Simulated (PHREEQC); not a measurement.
Copper plating or etch bath

Make-up at 25 °C and 100 atm: 0.064 mol CuCl2 and 0.68 mol H3BO3 per kg of water. Closed to the air; pH follows from the charge balance.

All values are PHREEQC results (ion-association model, phreeqc.dat), not measurements.

| Quantity | Value |
|---|---|
| pH | 4.32 |
| ionic strength | 0.179 mol/kgw |
| activity of water | 0.985 |
| density | 1.024 g/cm³ |

| species | molality | activity | log γ |
|---|---|---|---|
| H3BO3 | 0.680 | 0.709 | 0.018 |
| Cl- | 0.121 | 0.0880 | -0.140 |
| Cu+2 | 0.0576 | 0.0196 | -0.468 |
| CuCl+ | 0.00618 | 0.00450 | -0.138 |
| CuCl2 | 0.000195 | 0.000203 | 0.018 |
| H+ | 6.01e-5 | 4.83e-5 | -0.095 |

This is a speciation only: nothing precipitates in the calculation. Complexes and solids missing from the database can't appear. Under pressure, the constants of complexes without a molar volume in the database are unreliable.
